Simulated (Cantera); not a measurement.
**Equilibrium for silicon carbide growth: SiHCl3 + C2H4 + H2**

Feed: 1 mol SiHCl3, 0.34 mol C2H4, a varied amount of H2, equilibrated at 1398.15 K and 10000 Pa.

Equilibrium computed with Cantera from the NASA thermochemical tables; the gas is ideal and each condensed phase is pure. Candidate condensed phases: C, C6H6, C7H8, C8H18, Si, SiC; 109 gas species. Mutual solubility and eutectic melting of coexisting phases are not modelled. The tables' values for SiCl3 are old estimates; treat these amounts as uncertain. The numbers say what is thermodynamically allowed, not how fast it happens.

```json
[
 {"n(H2) (mol)": "27", "log p H2": "-1.04", "log p HCl": "-2.11", "log p SiCl2": "-3.07", "log p SiCl3": "-3.96", "log p SiCl4": "-4.22", "log p SiHCl3": "-4.30", "n SiC(s)": "0.680", "n Si(s)": "0"},
 {"n(H2) (mol)": "33", "log p H2": "-1.03", "log p HCl": "-2.19", "log p SiCl2": "-3.13", "log p SiCl3": "-4.10", "log p SiCl4": "-4.44", "log p SiHCl3": "-4.44", "n SiC(s)": "0.680", "n Si(s)": "0"},
 {"n(H2) (mol)": "40", "log p H2": "-1.03", "log p HCl": "-2.27", "log p SiCl2": "-3.19", "log p SiCl3": "-4.24", "log p SiCl4": "-4.66", "log p SiHCl3": "-4.58", "n SiC(s)": "0.680", "n Si(s)": "0"},
 {"n(H2) (mol)": "48", "log p H2": "-1.02", "log p HCl": "-2.34", "log p SiCl2": "-3.26", "log p SiCl3": "-4.38", "log p SiCl4": "-4.88", "log p SiHCl3": "-4.71", "n SiC(s)": "0.680", "n Si(s)": "0"},
 {"n(H2) (mol)": "59", "log p H2": "-1.02", "log p HCl": "-2.42", "log p SiCl2": "-3.35", "log p SiCl3": "-4.56", "log p SiCl4": "-5.13", "log p SiHCl3": "-4.89", "n SiC(s)": "0.680", "n Si(s)": "0.0123"},
 {"n(H2) (mol)": "71", "log p H2": "-1.02", "log p HCl": "-2.48", "log p SiCl2": "-3.48", "log p SiCl3": "-4.75", "log p SiCl4": "-5.39", "log p SiHCl3": "-5.08", "n SiC(s)": "0.680", "n Si(s)": "0.0497"},
 {"n(H2) (mol)": "87", "log p H2": "-1.01", "log p HCl": "-2.55", "log p SiCl2": "-3.62", "log p SiCl3": "-4.96", "log p SiCl4": "-5.68", "log p SiHCl3": "-5.29", "n SiC(s)": "0.680", "n Si(s)": "0.0874"},
 {"n(H2) (mol)": "110", "log p H2": "-1.01", "log p HCl": "-2.64", "log p SiCl2": "-3.79", "log p SiCl3": "-5.22", "log p SiCl4": "-6.02", "log p SiHCl3": "-5.55", "n SiC(s)": "0.680", "n Si(s)": "0.126"},
 {"n(H2) (mol)": "130", "log p H2": "-1.01", "log p HCl": "-2.70", "log p SiCl2": "-3.92", "log p SiCl3": "-5.41", "log p SiCl4": "-6.27", "log p SiHCl3": "-5.74", "n SiC(s)": "0.680", "n Si(s)": "0.151"},
 {"n(H2) (mol)": "160", "log p H2": "-1.01", "log p HCl": "-2.78", "log p SiCl2": "-4.08", "log p SiCl3": "-5.65", "log p SiCl4": "-6.59", "log p SiHCl3": "-5.98", "n SiC(s)": "0.680", "n Si(s)": "0.178"},
 {"n(H2) (mol)": "190", "log p H2": "-1.01", "log p HCl": "-2.85", "log p SiCl2": "-4.22", "log p SiCl3": "-5.85", "log p SiCl4": "-6.86", "log p SiHCl3": "-6.18", "n SiC(s)": "0.680", "n Si(s)": "0.198"}
]
```
log p: log10 of the partial pressure in bar; n: condensed amount in mol.

From 27 mol H2 to 48 mol H2 the condensed part is SiC(s). From 59 mol H2 to 190 mol H2 the condensed part is Si(s) + SiC(s). The main Si-bearing gas is SiCl2 throughout.
